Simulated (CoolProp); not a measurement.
The fluid at 393.83 K and 0.856 MPa (gas) is heated at constant pressure to 449.6 K. The same conditions are run with several fluids, on thermodynamics alone (safety and materials aside).

The numbers come from the reference Helmholtz-energy equation of state of each fluid (R410A: Lemmon 2003; R1233zd(E): Akasaka 2022; isobutane: Bücker 2006; ammonia: Gao 2020) in CoolProp. Blends and air are pseudo-pure fits.

Task: Rank R410A, R1233zd(E), isobutane, ammonia by heat (kJ/kg), highest first.

Result: ammonia (136), isobutane (130), R410A (57.2), R1233zd(E) (56.4)

| fluid | final density (kg/m³) |
|---|---|
| R410A | 17.0 |
| R1233zd(E) | 32.6 |
| isobutane | 14.2 |
| ammonia | 3.98 |
